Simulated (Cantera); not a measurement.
A closed system holds: 1 mol Si3N4, 0.0026 mol O2, 110 mol N2, held at 1525 K and 710 Pa.

Method: chemical equilibrium by Gibbs-energy minimisation in Cantera with the NASA 1993 tables (ideal gas, pure condensed phases). Candidate condensed phases: Si, SiO2, Si2N2O, Si3N4; 16 gas species. Kinetics and transport are ignored.

Task: What is the equilibrium state?

Result: 
```
Item                                  Value
--------------------------------  ---------
x(N2)                                 1.000
x(SiO)                              4.73e-5
n(Si3N4(s))                       0.998 mol
gas amount                        110.0 mol
log10 activity of Si(s) (absent)      -1.31
```
